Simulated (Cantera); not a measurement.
# Equilibrium for silicon etching in halogen gases: Si + F2

Charge: 1 mol Si, 0.55 mol F2, held at 598 K and 100 Torr.

Equilibrium computed with Cantera from the NASA thermochemical tables; the gas is ideal and each condensed phase is pure. Candidate condensed phases: Si; 9 gas species. Equilibrium is a limit: real reactors are often held back by kinetics, nucleation or transport.

x(SiF4): 1.00
n(Si(s)): 0.725 mol
gas amount: 0.2750 mol
